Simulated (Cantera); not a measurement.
A freely propagating, adiabatic, planar premixed flame of CO : H₂ : O₂ : N₂ = 1 : 0.12 : 0.4 : 1.08 (molar parts), equivalence ratio 1.4, unburnt at 675 K and 0.180 bar; mixture-averaged transport, grid criteria slope 0.08 and curve 0.16, no radiation.

Computed with Cantera and GRI-Mech 3.0 (53 species, 325 reactions). Burning velocities carry a grid error of a few per cent, more on coarse grids.

Question: What does this change do: inlet temperature 675 to 525 K?

Answer: 
| quantity | before | after |
|---|---|---|
| laminar burning velocity | 376 cm/s | 236 cm/s |
| thermal thickness | 7.41 mm | 6.27 mm |
| peak x(H) | 0.0497 | 0.0466 |
| peak x(H₂O₂) | 1.04e-6 | 5.45e-6 |
